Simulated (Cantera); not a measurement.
A closed system holds: 1 mol Fe₂O₃, 0.89 mol CH₄, 7 mol H₂, held at 2600 K and 5.20 mbar.

Equilibrium computed with Cantera from the NASA thermochemical tables; the gas is ideal and each condensed phase is pure. Candidate condensed phases: C, C₆H₆, C₇H₈, C₈H₁₈, Fe, Fe(CO)₅, FeO, Fe(OH)₂, Fe(OH)₃, Fe₂O₃, Fe₃O₄, H₂O; 114 gas species. The numbers say what is thermodynamically allowed, not how fast it happens.

Base state: H₂ 0.344, H 0.312, Fe 0.138, H₂O 0.105, CO 0.0596, OH 0.0220, O 0.0129, CO₂ 0.00280 (mole fractions); condensed: gas only.

What changes in the equilibrium state with this change: H₂ from 7 to 1.1 mol?


| species | before | after |
|---|---|---|
| Fe | 0.138 | 0.267 |
| H | 0.312 | 0.201 |
| H₂O | 0.105 | 0.142 |
| H₂ | 0.344 | 0.142 |
| O₂ | 0.00160 | 0.0173 |
| FeO | 0.00250 | 0.0160 |
| CO₂ | 0.00280 | 0.0169 |
| O | 0.0129 | 0.0425 |
| OH | 0.0220 | 0.0465 |
| CO | 0.0596 | 0.109 |
| Fe(OH)₂ | 2.30e-6 | 1.99e-5 |
